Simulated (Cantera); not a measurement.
A perfectly stirred reactor is fed with C₂H₆ : N₂ = 1 : 42 (molar parts), at 1.28 Torr; it is held at 2023 K, and followed from long to short residence time.

Detailed kinetics in Cantera: GRI-Mech 3.0 (53 species, 325 reactions). GRI-Mech 3.0 stops at C3 and has no aromatics, soot or wall deposition, so with more carbon than oxygen in the feed, carbon stays in small species such as C2H2 where larger ones or solid carbon would form. Radical loss at walls, strong at low pressure, is not modelled.

Task: Predict: x(C₂H₆) at τ = 3.50 s; x(C₂H) at τ = 3.50 s; x(CH₄) at τ = 3.50 s; x(CH₃) at τ = 3.50 s; x(HCN) at τ = 3.50 s; x(C₂H₆) at τ = 22.0 ms; x(C₂H) at τ = 22.0 ms; x(CH₄) at τ = 22.0 ms; x(CH₃) at τ = 22.0 ms; x(HCN) at τ = 22.0 ms.

Result: 
```json
{
  "x(C₂H₆) at τ = 3.50 s": "2.34e-6",
  "x(C₂H) at τ = 3.50 s": "1.40e-5",
  "x(CH₄) at τ = 3.50 s": "0.000599",
  "x(CH₃) at τ = 3.50 s": "0.000398",
  "x(HCN) at τ = 3.50 s": "0.00186",
  "x(C₂H₆) at τ = 22.0 ms": "0.000339",
  "x(C₂H) at τ = 22.0 ms": "2.19e-5",
  "x(CH₄) at τ = 22.0 ms": "0.00351",
  "x(CH₃) at τ = 22.0 ms": "0.00584",
  "x(HCN) at τ = 22.0 ms": "0.000143"
}
```
